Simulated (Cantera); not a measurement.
An isothermal, constant-pressure homogeneous reactor starts with 1.73 % CO, 1.61 % O₂, 3.78 % H₂O, 92.9 % N₂, equivalence ratio 0.54, at 898 K and 1.30 bar.

Model: GRI-Mech 3.0 (53 species, 325 reactions), integrated in Cantera.

Q: Predict: x(CO) at 10.0 s; x(O₂) at 10.0 s; x(H₂O) at 10.0 s; x(O) at 10.0 s; x(H₂O₂) at 10.0 s.

A: 
| Item | Value |
|---|---|
| x(CO) at 10.0 s | 0.0123 (gas-phase equilibrium <1e-12) |
| x(O₂) at 10.0 s | 0.0136 (gas-phase equilibrium 0.00749) |
| x(H₂O) at 10.0 s | 0.0378 (gas-phase equilibrium 0.0381) |
| x(O) at 10.0 s | 2.21e-8 (gas-phase equilibrium <1e-12) |
| x(H₂O₂) at 10.0 s | 4.59e-6 (gas-phase equilibrium 2.48e-12) |
